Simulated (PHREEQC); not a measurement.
Solution (80 °C): 29 mmol/kgw HBr, 0.31 mmol/kgw NaCl and 0.059 mmol/kgw MgCl2. Closed to the air; pH follows from the charge balance.

All values are PHREEQC results (ion-association model, phreeqc.dat), not measurements.

```json
{
 "pH": "1.60",
 "ionic_strength": "0.0295 mol/kgw",
 "specific_conductance": "27500 µS/cm",
 "total_alkalinity": "-29.0 meq/kg"
}
```

| species | molality | activity | log γ |
|---|---|---|---|
| H+ | 0.0290 | 0.0250 | -0.064 |
| Br- | 0.0290 | 0.0239 | -0.084 |
| Cl- | 0.000428 | 0.000356 | -0.081 |
| Na+ | 0.000310 | 0.000260 | -0.077 |
| Mg+2 | 5.90e-5 | 3.02e-5 | -0.291 |

No solid was allowed to form. Away from 25 °C the constants follow the database's enthalpies or fits; those with neither stay at their 25 °C values.
